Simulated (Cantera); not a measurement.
**Al₂O₃ + H₂ (hydrogen reduction and annealing atmospheres)**

A closed system holds: 1 mol Al₂O₃, 0.46 mol H₂, at 10.0 mbar.

These are equilibrium values from Cantera (NASA tables, ideal gas, pure condensed phases), not measurements of a reactor. Candidate condensed phases: Al, Al₂O₃, H₂O; 19 gas species. The tables' values for AlOH are old estimates; treat these amounts as uncertain. Equilibrium is a limit: real reactors are often held back by kinetics, nucleation or transport.

From 1400 °C to 1925 °C the condensed part is Al₂O₃(s). The main Al-bearing gas is Al throughout.

```
T (°C)  log p H₂  log p H  log p H₂O  log p Al  log p Al₂O  log p AlOH  log p AlH  log p OH  n Al₂O₃(s)
------  --------  -------  ---------  --------  ----------  ----------  ---------  --------  ----------
1400       -2.00    -4.94      -6.83     -7.09       -8.11       -8.38      -8.27    -11.09       1.000
1475       -2.00    -4.64      -6.41     -6.68       -7.61       -7.91      -7.96    -10.29       1.000
1550       -2.00    -4.36      -6.03     -6.31       -7.16       -7.49      -7.68     -9.55       1.000
1625       -2.00    -4.11      -5.68     -5.96       -6.75       -7.09      -7.42     -8.87       1.000
1700       -2.01    -3.87      -5.36     -5.65       -6.38       -6.73      -7.18     -8.25       1.000
1775       -2.01    -3.66      -5.06     -5.36       -6.03       -6.40      -6.97     -7.67       1.000
1850       -2.02    -3.45      -4.78     -5.10       -5.72       -6.10      -6.77     -7.13       1.000
1925       -2.03    -3.27      -4.53     -4.85       -5.43       -5.82      -6.59     -6.63       0.999
```
log p: log10 of the partial pressure in bar; n: condensed amount in mol.
